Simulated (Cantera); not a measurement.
Feed: 1 mol Ni, 0.7 mol NH3, 62 mol N2, at 1400 °C.

Method: chemical equilibrium by Gibbs-energy minimisation in Cantera with the NASA 1993 tables (ideal gas, pure condensed phases). Candidate condensed phases: Ni; 10 gas species. The numbers say what is thermodynamically allowed, not how fast it happens.

Question: What share of the Ni ends up in condensed phases as a function of P (Pa), at 10, 82, 670, 5500, 45000, 370000, 3000000?

Answer: 
| P (Pa) | Ni condensed (%) | as |
|---|---|---|
| 10 | 0.0 | - |
| 82 | 87.0 | Ni(s) |
| 670 | 98.4 | Ni(s) |
| 5500 | 99.8 | Ni(s) |
| 45000 | 100.0 | Ni(s) |
| 370000 | 100.0 | Ni(s) |
| 3000000 | 100.0 | Ni(s) |
